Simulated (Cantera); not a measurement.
Standard-state values (1 bar) from the NASA 1993 polynomials, evaluated with Cantera. Values are per mole of reaction as written; species without (g) are pure solids or liquids, kept so even where they would boil at 1 bar. VN: taken at fixed stoichiometry.

Problem. Between 900 and 2250 K, where is each reaction favourable under standard conditions?
- 4 V2O5 + 2 VN → 5 V2O4 + N2(g)

Solution. 
- 4 V2O5 + 2 VN → 5 V2O4 + N2(g): ΔG° is -678 kJ at 900 K and -797 kJ at 2250 K; it stays negative (K > 1). ΔH° is -59 kJ and ΔS° 328 J/K at 2250 K.
